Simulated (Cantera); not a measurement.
Feed: 1 mol Si₂Cl₆, a varied amount of N₂, held at 1225 °C and 66000 Pa.

Method: chemical equilibrium by Gibbs-energy minimisation in Cantera with the NASA 1993 tables (ideal gas, pure condensed phases). Candidate condensed phases: Si, Si₃N₄; 13 gas species. The feed counts by its element totals alone. N₂ is the only nitrogen source here; it is nearly inert below about 1500 K, so the nitride shown seldom forms there in practice. Rates play no part.

Task: What share of the Si ends up in condensed phases as a function of n(N₂) (mol), at 9.7, 13, 17, 23, 31, 41, 54, 73, 97, 130, 170, 230?

Result: 
```
n(N₂) (mol)  Si condensed (%)        as
-----------  ----------------  --------
9.7                      20.7  Si₃N₄(s)
13                       20.3  Si₃N₄(s)
17                       19.9  Si₃N₄(s)
23                       19.4  Si₃N₄(s)
31                       18.9  Si₃N₄(s)
41                       18.3  Si₃N₄(s)
54                       17.7  Si₃N₄(s)
73                       16.9  Si₃N₄(s)
97                       16.0  Si₃N₄(s)
130                      15.1  Si₃N₄(s)
170                      14.1  Si₃N₄(s)
230                      12.9  Si₃N₄(s)
```
